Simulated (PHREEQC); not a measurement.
Buffer (model solution)

A solution holds 0.0021 mol/kgw NaH2PO4, 0.000135 mol/kgw Na2HPO4 and 8.3e-05 mol/kgw KCl, at 20 °C. Closed to the air; pH follows from the charge balance.

The numbers come from PHREEQC with the ion-association model, phreeqc.dat.

- pH = 5.96
- ionic strength = 0.00259 mol/kgw
- specific conductance = 180 µS/cm
- total alkalinity = 0.135 meq/kg

```csv
species,molality,activity,log γ
Na+,0.00237,0.00224,-0.024
H2PO4-,0.00210,0.00199,-0.024
HPO4-2,0.000136,0.000109,-0.095
Cl-,8.30e-5,7.85e-5,-0.024
K+,8.30e-5,7.85e-5,-0.024
H+,1.16e-6,1.10e-6,-0.022
NaHPO4-,5.04e-7,4.78e-7,-0.024
H3PO4,3.02e-7,3.02e-7,0.000
```

No solid was allowed to form.
